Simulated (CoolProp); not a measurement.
The fluoroketone C6F12O (FK-5-1-12) along the isobar 2.63 MPa: density (kg/m³) from the reference equation and from simpler models built on Tc = 441.8 K, pc = 1.869 MPa, ω = 0.471; each cubic takes its own stable root.

Values from CoolProp's reference Helmholtz-energy equation of state, McLinden 2015.

| T (K) | phase | reference |
|---|---|---|
| 438.4 | liquid | 1019 |
| 442.5 | supercritical | 979.3 |
| 446.6 | supercritical | 932.2 |
| 450.7 | supercritical | 874.6 |
| 454.8 | supercritical | 801.0 |
| 458.9 | supercritical | 706.9 |
| 463 | supercritical | 602.9 |
| 467.2 | supercritical | 516.0 |
| 471.3 | supercritical | 458.8 |
| 475.4 | supercritical | 419.2 |
| 479.5 | supercritical | 389.9 |
| 483.6 | supercritical | 367.1 |
| 487.7 | supercritical | 348.5 |
| 491.8 | supercritical | 332.9 |
| 495.9 | supercritical | 319.6 |
| 500 | supercritical | 308.0 |

Q: How far does each simpler model (van der Waals, Peng-Robinson) lie from the reference over these 16 states: mean and median of the absolute difference, and the worst?

A: 
- van der Waals: mean 20.5 %, median 21.3 %, worst -32.4 % at 438.4 K and 2.63 MPa
- Peng-Robinson: mean 4.9 %, median 3.4 %, worst -11.9 % at 454.8 K and 2.63 MPa
